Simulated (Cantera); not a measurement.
**NO annealing gas**

A perfectly stirred reactor is fed with 38.5 % NO, 61.5 % N2, at 20.0 Torr; it is held at 1775 K, and followed from long to short residence time.

Model: GRI-Mech 3.0 (53 species, 325 reactions), integrated in Cantera. Radical loss at walls, strong at low pressure, is not modelled.

```
τ (s)     x NO   x N2       x O    x NO2      x O2    x N2O
-------  -----  -----  --------  -------  --------  -------
27       0.334  0.641  0.000108  4.92e-5    0.0253  3.83e-5
8.6      0.368  0.624   7.41e-5  3.31e-5   0.00820  4.84e-5
2.8      0.379  0.618   5.78e-5  2.38e-5   0.00258  5.17e-5
0.88     0.383  0.616   4.97e-5  1.94e-5  0.000757  5.04e-5
0.28     0.384  0.616   4.31e-5  1.65e-5  0.000203  4.37e-5
0.089    0.384  0.615   3.21e-5  1.22e-5   3.98e-5  3.02e-5
0.028    0.385  0.615   1.63e-5  5.42e-6   4.01e-6  1.51e-5
0.0091   0.385  0.615   5.96e-6  1.21e-6   3.01e-7  5.95e-6
0.0029   0.385  0.615   2.01e-6  1.74e-7   2.75e-8  2.04e-6
0.00092  0.385  0.615   6.56e-7  2.00e-8   2.77e-9  6.62e-7
```
x: mole fraction; the columns are a selection and need not sum to one.
